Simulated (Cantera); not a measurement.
Input: 1 mol CuO, a varied amount of C, 0.78 mol N2, equilibrated at 1973 K and 21.0 mbar.

Equilibrium computed with Cantera from the NASA thermochemical tables; the gas is ideal and each condensed phase is pure. Candidate condensed phases: C, Cu, CuO, Cu2O; 27 gas species. Rates play no part.

x: gas mole fraction; n: condensed amount in mol.

| n(C) (mol) | x N2 | x CO | x CO2 | x Cu | x Cu2 | x O2 | x NO | n Cu(l) | n C(graphite) |
|---|---|---|---|---|---|---|---|---|---|
| 0.58 | 0.482 | 0.0999 | 0.258 | 0.159 | 0.000598 | 0.000353 | 0.000228 | 0.741 | 0 |
| 0.73 | 0.434 | 0.256 | 0.150 | 0.159 | 0.000598 | 1.81e-5 | 4.90e-5 | 0.712 | 0 |
| 0.92 | 0.386 | 0.415 | 0.0395 | 0.159 | 0.000598 | 4.78e-7 | 7.49e-6 | 0.676 | 0 |
| 1.2 | 0.368 | 0.472 | 1.36e-7 | 0.159 | 0.000598 | <1e-12 | 2.22e-11 | 0.661 | … |
| 1.5 | 0.368 | 0.472 | 1.36e-7 | 0.159 | 0.000598 | <1e-12 | 2.22e-11 | 0.661 | … |
| 1.9 | 0.368 | 0.472 | 1.36e-7 | 0.159 | 0.000598 | <1e-12 | 2.22e-11 | 0.661 | … |
| 2.4 | 0.368 | 0.472 | 1.36e-7 | 0.159 | 0.000598 | <1e-12 | 2.22e-11 | 0.661 | … |
| 3 | 0.368 | 0.472 | 1.36e-7 | 0.159 | 0.000598 | <1e-12 | 2.22e-11 | 0.661 | … |

**Question.** Complete the blanks.

**Answer.** 
- 1.2, n C(graphite): 0.200
- 1.5, n C(graphite): 0.500
- 1.9, n C(graphite): 0.900
- 2.4, n C(graphite): 1.40
- 3, n C(graphite): 2.00
